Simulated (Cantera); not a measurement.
Mixture: H2 : O2 : N2 = 1 : 1.25 : 8 (molar parts), equivalence ratio 0.40, at 5.00 bar, adiabatic and at constant pressure. Ignition delay is the time to a rise of 400 K.

Cantera simulation using the H2/O2 subset of GRI-Mech 3.0, which has no nitrogen chemistry; the numbers are that mechanism's predictions, not measurements. The hydrogen kinetics of GRI-Mech 3.0 are dated; newer H2 mechanisms differ, most at raised pressure. Where the delays flatten at high temperature, the 400 K rule measures the pace of heat release, not the induction time.

Q: What does this change do: 0.074 parts H2O added?

A: 
```csv
quantity,before,after
delay at 1100 K,0.825 ms,1.08 ms
delay at 1200 K,26.6 µs,29.1 µs
delay at 1300 K,12.4 µs,12.8 µs
delay at 1400 K,8.32 µs,8.44 µs
delay at 1500 K,6.64 µs,6.68 µs
```

Q: What does this change do: N2 8 to 3.2 parts?

A: 
| quantity | before | after |
|---|---|---|
| delay at 1100 K | 0.825 ms | 0.548 ms |
| delay at 1200 K | 26.6 µs | 13.5 µs |
| delay at 1300 K | 12.4 µs | 5.91 µs |
| delay at 1400 K | 8.32 µs | 3.65 µs |
| delay at 1500 K | 6.64 µs | 2.61 µs |
